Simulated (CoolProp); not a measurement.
Model: reference Helmholtz-energy equation of state, Akasaka 2024, in CoolProp.

Task: Give the vapour pressure (bar), liquid density (kg/m³), enthalpy of vaporisation (kJ/kg), liquid cp (kJ/(kg K)) of saturated R1132(E) at 24.85 °C.

Result: 
| T (°C) | p (bar) | liquid density (kg/m³) | enthalpy of vaporisation (kJ/kg) | liquid cp (kJ/(kg K)) |
|---|---|---|---|---|
| 24.85 | 16.5 | 917 | 215 | 1.92 |
